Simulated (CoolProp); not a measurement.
Vapour pressure (kPa) of ethylene: the reference equation beside estimates from Tc = 282.4 K, pc = 5042 kPa, ω = 0.087. Clausius-Clapeyron is anchored at 187.9 K with a constant enthalpy of vaporisation of 12.73 kJ/mol.

Computed with CoolProp (reference Helmholtz-energy equation of state, Smukala 2000).

```csv
T (K),reference,Lee-Kesler,Clausius-Clapeyron,Redlich-Kwong,Soave-Redlich-Kwong,Peng-Robinson
153.8,36.44,36.03,44.03,34.63,35.94,37.67
160.6,58.53,57.93,67.10,57.58,57.81,59.93
167.5,90.59,89.82,99.37,91.56,89.64,92.07
174.3,134.2,133.3,141.9,138.3,133.0,135.6
181.1,192.4,191.6,197.4,201.3,191.2,193.6
187.9,268.0,267.5,268.0,283.4,267.0,268.9
194.7,364.2,364.0,356.3,387.9,363.7,364.7
201.5,484.1,484.4,464.5,517.8,484.6,484.1
208.3,631.0,631.7,595.3,676.3,633.1,630.6
215.1,808.2,809.2,751.0,866.4,812.6,807.6
222,1023,1024,936.9,1095,1030,1022
228.8,1272,1272,1150,1358,1283,1272
235.6,1562,1562,1395,1661,1578,1564
242.4,1897,1896,1674,2007,1919,1901
249.2,2281,2278,1989,2399,2309,2289
```

Absolute difference from the reference over all 15 rows, mean and median: Lee-Kesler 0.3 and 0.1 %, Clausius-Clapeyron 8.4 and 8.4 %, Redlich-Kwong 5.3 and 5.8 %, Soave-Redlich-Kwong 0.8 and 0.9 %, Peng-Robinson 0.7 and 0.2 %.
